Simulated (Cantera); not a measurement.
# Dilute partial oxidation

A perfectly stirred reactor is fed with CH3OH : O2 : N2 = 0.012 : 0.0034 : 1 (molar parts), equivalence ratio 5.3, at 750 Torr; it is held at 1098 K, and followed from long to short residence time.

Detailed kinetics in Cantera: GRI-Mech 3.0 (53 species, 325 reactions). GRI-Mech 3.0 was tuned for natural gas; its chemistry of methanol as a main component is partial and can be far from experiment.

| τ (s) | x CH3OH | x O2 | x CH2 | x CO2 | x H2O | x O | x H2 |
|---|---|---|---|---|---|---|---|
| 4.4 | 1.22e-5 | 9.00e-5 | 9.85e-11 | 0.00105 | 0.00541 | 5.19e-9 | 0.0176 |
| 1.0 | 0.000403 | 0.000306 | 3.28e-11 | 0.00138 | 0.00457 | 1.88e-9 | 0.0176 |
| 0.25 | 0.00106 | 0.000392 | 1.53e-10 | 0.000980 | 0.00479 | 2.92e-9 | 0.0158 |
| 0.058 | 0.00253 | 0.000570 | 6.97e-10 | 0.000529 | 0.00483 | 4.85e-9 | 0.0123 |
| 0.014 | 0.00597 | 0.00125 | 1.01e-9 | 0.000146 | 0.00367 | 5.50e-9 | 0.00591 |
| 0.0033 | 0.0118 | 0.00335 | 3.39e-11 | 1.20e-8 | 8.15e-8 | 3.07e-12 | 1.24e-7 |
| 0.00078 | 0.0118 | 0.00335 | 3.38e-11 | 2.82e-9 | 1.87e-8 | 3.01e-12 | 2.63e-8 |
x: mole fraction; the columns are a selection and need not sum to one.
